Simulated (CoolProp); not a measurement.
Computed with CoolProp (reference Helmholtz-energy equation of state, Thol 2019).

Question: For tetradecamethylhexasiloxane (MD4M), give the phase and the density (kg/m³), cp (kJ/(kg K)), speed of sound (m/s), expansivity (1/kK) at 317.35 °C and 4.27 MPa; 335.05 °C and 4.27 MPa.

Answer: 
- 317.35 °C and 4.27 MPa: liquid; density 608, cp 2.26, speed of sound 341, expansivity 1.78
- 335.05 °C and 4.27 MPa: liquid; density 589, cp 2.28, speed of sound 315, expansivity 1.87
